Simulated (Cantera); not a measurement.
Input: 1 mol Fe₂O₃, 0.25 mol Cl₂, 0.021 mol O₂, 2.9 mol H₂O, at 100000 Pa.

These are equilibrium values from Cantera (NASA tables, ideal gas, pure condensed phases), not measurements of a reactor. Candidate condensed phases: Fe, FeCl₂, FeCl₃, FeO, Fe(OH)₂, Fe(OH)₃, Fe₂O₃, Fe₃O₄, H₂O; 22 gas species. Mutual solubility and eutectic melting of coexisting phases are not modelled. The numbers say what is thermodynamically allowed, not how fast it happens.

Problem. Which condensed phases are stable at each of these points (T (K)): 1250, 1300, 1350, 1400, 1450, 1500, 1550, 1600?

Solution. 
```csv
T (K),condensed phases,Fe condensed (%)
1250,Fe₂O₃(s),100.0
1300,Fe₂O₃(s),100.0
1350,Fe₂O₃(s),100.0
1400,Fe₂O₃(s),100.0
1450,Fe₂O₃(s),99.9
1500,Fe₂O₃(s),99.9
1550,Fe₂O₃(s),99.8
1600,Fe₂O₃(s) + Fe₃O₄(s),99.8
```

From 1250 K to 1550 K the condensed part is Fe₂O₃(s). At 1600 K the condensed part is Fe₂O₃(s) + Fe₃O₄(s).
